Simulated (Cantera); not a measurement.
An isothermal plug-flow reactor at 498 K and 4.00 bar (inlet), inlet velocity 1.7 m/s, active area per volume 4400 1/m; feed H2 : O2 : N2 : H2O = 0.0024 : 0.032 : 0.79 : 0.034 (molar parts).

Cantera simulation using Deutschmann's 1995 Pt surface mechanism with GRI-Mech 3.0 gas chemistry; the numbers are that mechanism's predictions, not measurements. Catalytic surfaces can have several steady states; this one follows from the mechanism file's or the stated starting coverage. Mass transfer to the wall is taken as infinitely fast.

One state of this run: x H2 = 8.57e-5; x O2 = 0.0360; x H2O = 0.0424; θ free Pt = 0.00348; θ O* = 0.965; θ OH* = 0.0313. x: gas mole fraction; θ: surface coverage.

Problem. Which value of z (m) does it belong to?
(A) 0.0019
(B) 0.004
(C) 8.6e-05
(D) 0.00086

Solution. B, 0.004
